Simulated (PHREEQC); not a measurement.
Solution (90 °C): 0.0028 mol HBr and 0.013 mol CuSO4 per kg of water. Closed to the air; pH follows from the charge balance.

Model: ion-association model, phreeqc.dat, run in PHREEQC.

This is a speciation only: nothing precipitates in the calculation.

Estimate the pH, ionic strength, specific conductance.

pH 3.07; ionic strength 0.0347 mol/kgw; specific conductance 6160 µS/cm.

In which forms is Cu present?

Cu+2 68 %, CuSO4 32 % of the Cu.

Away from 25 °C the constants follow the database's enthalpies or fits; those with neither stay at their 25 °C values.
